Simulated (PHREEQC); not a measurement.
0.17 g of hydrous ferric oxide (600 m²/g; 0.2 weak and 0.005 strong sites per Fe, Dzombak-Morel constants, diffuse double layer) in 1 kg of water with 0.01 mol/kgw of an inert sodium salt and 0.47 mmol/kgw CuSO4, at 25 °C; the pH is set by adding NaOH or the inert anion's acid. Oxygen is held at 0.21 atm. No CO2 enters from the air. Precipitation was switched off in this run.

Base run: PHREEQC, ion-association model, wateq4f.dat. Each further column changes one thing. The table gives S sorbed (%).

```tsv
pH	base	no electrostatic term (-no_edl)	background salt from 0.01 to 0.001 mol/kgw	oxide from 0.17 to 0.85 g/kgw	0.00089 mol/kgw CuCl2 added
3	36.9	0.1	39.1	99.9	36.4
3.75	36.7	0.1	38.9	99.9	36.1
4.5	34.5	0.1	36.7	99.3	33.8
4.88	31.9	0.1	34.1	98.2	31.0
5.62	25.5	0.0	27.7	89.9	24.5
6.38	22.9	0.0	25.2	66.0	22.0
7.12	21.1	0.0	23.6	35.4	20.7
7.5	18.4	0.0	20.9	19.7	19.1
8.25	6.1	0.0	7.7	2.0	8.8
9	0.4	0.0	0.5	0.1	0.7
```

In at least one series the solution becomes supersaturated in solids that the run did not let form, among them Cu(OH)2, Brochantite, Antlerite. The database's constant for dissolved Cu(OH)2 is higher than later reviews accept. The oxide is taken as insoluble; below pH 4 it would dissolve.
